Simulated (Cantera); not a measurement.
A Cantera script and what it prints.

```python
import numpy as np
import cantera as ct

gas_names = """
    Cs CsO CsOH Cs2 Cs2O Cs2O2H2 H HO2 H2 H2O H2O2 O OH O2 O3
""".split()
cond_names = """
    Cs(cr) Cs(L) CsOH(a) CsOH(b) CsOH(c) CsOH(L) H2O(s) H2O(L)
""".split()


# ... load() reads the species with a 1 bar reference pressure and builds the phases ...
atoms = {
    'CsOH': {'Cs': 1, 'O': 1, 'H': 1},
    'H2': {'H': 2},
    'H2O': {'H': 2, 'O': 1},
}
top_T = {}  # K; cautious upper limits of use, not melting points


# ... equilibrate(T, P, feed) seeds the gas with the atoms and calls Mixture.equilibrate('TP', solver="vcs", rtol=1e-11, max_steps=5000) ...
results = []
T = 925  # K
P = 34  # Pa
for m in [1.2, 1.6, 2, 2.3, 2.7, 3, 3.4, 3.8, 4.1, 4.5, 4.9, 5.2, 5.6]:
    feed = {'CsOH': 1, 'H2': 0.062, 'H2O': m}  # mol
    mix = equilibrate(T, P, feed)
    results.append((T, P, feed, dict(zip(mix.species_names, mix.species_moles))))
    x = sorted(zip(gas.X, gas.species_names), reverse=True)
    print(f"T = {T:g} K  P = {P:g} Pa  n(H2O) = {m:g} mol  gas = {mix.phase_moles(0):.4g} mol")
    print("   x: " + "  ".join(f"{s} {v:.3e}" for v, s in x if v > 0.0001))
    print("   condensed (mol): " + ("  ".join(f"{mix.phase(i).name} {mix.phase_moles(i):.4g}"
          for i in range(1, mix.n_phases) if mix.phase_moles(i) > 1e-12) or "none"))
```

It prints:

```
T = 925 K  P = 34 Pa  n(H2O) = 1.2 mol  gas = 2.262 mol
   x: H2O 5.345e-01  CsOH 4.341e-01  H2 2.544e-02  Cs 3.943e-03  Cs2O2H2 2.006e-03
   condensed (mol): none
T = 925 K  P = 34 Pa  n(H2O) = 1.6 mol  gas = 2.662 mol
   x: H2O 6.039e-01  CsOH 3.700e-01  H2 2.191e-02  Cs 2.760e-03  Cs2O2H2 1.457e-03
   condensed (mol): none
T = 925 K  P = 34 Pa  n(H2O) = 2 mol  gas = 3.062 mol
   x: H2O 6.553e-01  CsOH 3.223e-01  H2 1.921e-02  Cs 2.075e-03  Cs2O2H2 1.106e-03
   condensed (mol): none
T = 925 K  P = 34 Pa  n(H2O) = 2.3 mol  gas = 3.362 mol
   x: H2O 6.859e-01  CsOH 2.939e-01  H2 1.758e-02  Cs 1.729e-03  Cs2O2H2 9.191e-04
   condensed (mol): none
T = 925 K  P = 34 Pa  n(H2O) = 2.7 mol  gas = 3.762 mol
   x: H2O 7.191e-01  CsOH 2.630e-01  H2 1.578e-02  Cs 1.398e-03  Cs2O2H2 7.358e-04
   condensed (mol): none
T = 925 K  P = 34 Pa  n(H2O) = 3 mol  gas = 4.062 mol
   x: H2O 7.398e-01  CsOH 2.437e-01  H2 1.466e-02  Cs 1.214e-03  Cs2O2H2 6.321e-04
   condensed (mol): none
T = 925 K  P = 34 Pa  n(H2O) = 3.4 mol  gas = 4.462 mol
   x: H2O 7.630e-01  CsOH 2.220e-01  H2 1.338e-02  Cs 1.025e-03  Cs2O2H2 5.247e-04
   condensed (mol): none
T = 925 K  P = 34 Pa  n(H2O) = 3.8 mol  gas = 4.862 mol
   x: H2O 7.825e-01  CsOH 2.039e-01  H2 1.231e-02  Cs 8.800e-04  Cs2O2H2 4.425e-04
   condensed (mol): none
T = 925 K  P = 34 Pa  n(H2O) = 4.1 mol  gas = 5.162 mol
   x: H2O 7.951e-01  CsOH 1.921e-01  H2 1.161e-02  Cs 7.927e-04  Cs2O2H2 3.929e-04
   condensed (mol): none
T = 925 K  P = 34 Pa  n(H2O) = 4.5 mol  gas = 5.562 mol
   x: H2O 8.098e-01  CsOH 1.784e-01  H2 1.080e-02  Cs 6.968e-04  Cs2O2H2 3.387e-04
   condensed (mol): none
T = 925 K  P = 34 Pa  n(H2O) = 4.9 mol  gas = 5.962 mol
   x: H2O 8.225e-01  CsOH 1.665e-01  H2 1.009e-02  Cs 6.189e-04  Cs2O2H2 2.951e-04
   condensed (mol): none
T = 925 K  P = 34 Pa  n(H2O) = 5.2 mol  gas = 6.262 mol
   x: H2O 8.310e-01  CsOH 1.586e-01  H2 9.616e-03  Cs 5.696e-04  Cs2O2H2 2.676e-04
   condensed (mol): none
T = 925 K  P = 34 Pa  n(H2O) = 5.6 mol  gas = 6.662 mol
   x: H2O 8.411e-01  CsOH 1.491e-01  H2 9.050e-03  Cs 5.133e-04  Cs2O2H2 2.366e-04
   condensed (mol): none
```

Equilibrium computed with Cantera from the NASA thermochemical tables; the gas is ideal and each condensed phase is pure.
